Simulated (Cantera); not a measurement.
A Cantera script and its output.

```python
import numpy as np
import cantera as ct

gas = ct.Solution("gri30.yaml")
gas.TPX = 323, 1000000, {'CO': 1, 'H2': 0.047, 'O2': 0.952, 'N2': 5.23, 'CO2': 0.37}
inlet = ct.Reservoir(gas, clone=True)
gas.equilibrate("HP")  # start burning
reactor = ct.IdealGasConstPressureReactor(gas, energy="on", clone=False)
exhaust = ct.Reservoir(gas, clone=True)
tau = [0.34, 0.14, 0.055, 0.022, 0.0091, 0.0037, 0.0015, 0.0006, 0.00024, 9.8e-05, 4e-05, 1.6e-05, 6.5e-06][0]
for a, b in ((inlet, reactor), (reactor, exhaust)):
    ct.MassFlowController(a, b, mdot=lambda t: reactor.mass / tau)
net = ct.ReactorNet([reactor])
show = ['CO', 'H2', 'O2', 'CO2', 'O', 'NO']

rows = []
print(f"{'tau/s':>10s}{'T/K':>9s}" + "".join(f"{s:>11s}" for s in show))
for tau in [0.34, 0.14, 0.055, 0.022, 0.0091, 0.0037, 0.0015, 0.0006, 0.00024, 9.8e-05, 4e-05, 1.6e-05, 6.5e-06]:
    net.initial_time = 0.0
    net.advance(30 * tau)
    before = gas.X
    net.advance(40 * tau)
    drift = np.max(np.abs(gas.X - before) / (gas.X + 1e-9))
    rows.append([gas.T, *gas[show].X, drift])
    print(f"{tau:10.3e}{gas.T:9.1f}" + "".join(f"{x:11.3e}" for x in gas[show].X))
```

Result:

```
     tau/s      T/K         CO         H2         O2        CO2          O         NO
 3.400e-01   1478.0  4.813e-04  2.473e-06  6.076e-02  1.931e-01  8.897e-06  1.719e-05
 1.400e-01   1474.6  9.490e-04  4.752e-06  6.097e-02  1.926e-01  1.579e-05  1.869e-05
 5.500e-02   1467.1  1.983e-03  9.624e-06  6.145e-02  1.914e-01  2.898e-05  1.840e-05
 2.200e-02   1450.1  4.316e-03  2.018e-05  6.254e-02  1.889e-01  5.110e-05  1.474e-05
 9.100e-03    323.0  1.316e-01  6.185e-03  1.253e-01  4.869e-02  4.718e-30 -5.558e-22
 3.700e-03    323.0  1.316e-01  6.185e-03  1.253e-01  4.869e-02  3.121e-30 -1.666e-23
 1.500e-03    323.0  1.316e-01  6.185e-03  1.253e-01  4.869e-02  3.513e-30 -1.849e-26
 6.000e-04    323.0  1.316e-01  6.185e-03  1.253e-01  4.869e-02  3.334e-30 -1.168e-27
 2.400e-04    323.0  1.316e-01  6.185e-03  1.253e-01  4.869e-02  2.982e-30 -7.378e-29
 9.800e-05    323.0  1.316e-01  6.185e-03  1.253e-01  4.869e-02  2.382e-30 -4.660e-30
 4.000e-05    323.0  1.316e-01  6.185e-03  1.253e-01  4.869e-02  1.607e-30 -2.944e-31
 1.600e-05    323.0  1.316e-01  6.185e-03  1.253e-01  4.869e-02  8.908e-31 -1.859e-32
 6.500e-06    323.0  1.316e-01  6.185e-03  1.253e-01  4.869e-02  4.309e-31 -1.175e-33
```

Cantera simulation using GRI-Mech 3.0 (53 species, 325 reactions); the numbers are that mechanism's predictions, not measurements. The hydrogen kinetics of GRI-Mech 3.0 are dated; newer H2 mechanisms differ, most at raised pressure.
